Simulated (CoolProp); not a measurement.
The fluoroketone C6F12O (FK-5-1-12) along the isobar 8650 kPa: fugacity coefficient from the reference equation and from simpler models built on Tc = 168.7 °C, pc = 1869 kPa, ω = 0.471; each cubic takes its own stable root.

The numbers come from the reference Helmholtz-energy equation of state, McLinden 2015 in CoolProp.

| T (°C) | phase | reference |
|---|---|---|
| 15.75 | liquid | 0.006051 |
| 33.25 | liquid | 0.01221 |
| 50.75 | liquid | 0.02225 |
| 68.25 | liquid | 0.03724 |
| 85.85 | liquid | 0.05822 |
| 103.35 | liquid | 0.08552 |
| 120.85 | liquid | 0.1194 |
| 138.35 | liquid | 0.1595 |
| 155.85 | liquid | 0.2053 |
| 173.45 | supercritical | 0.2560 |
| 190.95 | supercritical | 0.3098 |
| 208.45 | supercritical | 0.3654 |
| 225.95 | supercritical | 0.4215 |

Question: How far does each simpler model (van der Waals, Redlich-Kwong, Soave-Redlich-Kwong, Peng-Robinson) lie from the reference over these 13 states: mean and median of the absolute difference, and the worst?

Answer: 
- van der Waals: mean 257.1 %, median 97.1 %, worst +1235.2 % at 15.75 °C and 8650 kPa
- Redlich-Kwong: mean 67.0 %, median 34.9 %, worst +254.2 % at 15.75 °C and 8650 kPa
- Soave-Redlich-Kwong: mean 8.1 %, median 8.2 %, worst +9.6 % at 225.95 °C and 8650 kPa
- Peng-Robinson: mean 1.2 %, median 1.3 %, worst -2.3 % at 68.25 °C and 8650 kPa
